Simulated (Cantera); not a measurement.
Charge: 1 mol SiH₂Cl₂, 0.35 mol CH₄, 220 mol H₂, 0.58 mol HCl, equilibrated at 725 °C and 70000 Pa.

These are equilibrium values from Cantera (NASA tables, ideal gas, pure condensed phases), not measurements of a reactor. The tables' values for SiCl₃ are old estimates; treat these amounts as uncertain. Equilibrium is a limit: real reactors are often held back by kinetics, nucleation or transport.

```
species             before     after
----------------  --------  --------
H₂                   0.994     0.958
H                  2.57e-9    0.0261
HCl                0.00382    0.0109
Si                   <1e-9   0.00266
SiHCl₃             0.00136   1.33e-9
SiCl₄             0.000753     <1e-9
C₂H₂ (acetylene)     <1e-9  0.000609
SiH                  <1e-9  0.000601
SiH₂                 <1e-9  0.000428
Cl                   <1e-9  0.000210
Si(s), mol           0.112         0
SiC(s), mol          0.344         0
```
Gas species are given as mole fractions.

### Question
What was changed between the two runs?
(A) HCl from 0.58 to 1.7 mol
(B) HCl from 0.58 to 1.1 mol
(C) pressure from 70000 Pa to 130 Pa
(D) temperature from 725 °C to 2200 °C

### Answer
D, temperature from 725 °C to 2200 °C. The tables' values for SiCl are old estimates; treat these amounts as uncertain. Gases not in the tables: Si₂H₆ and higher silanes
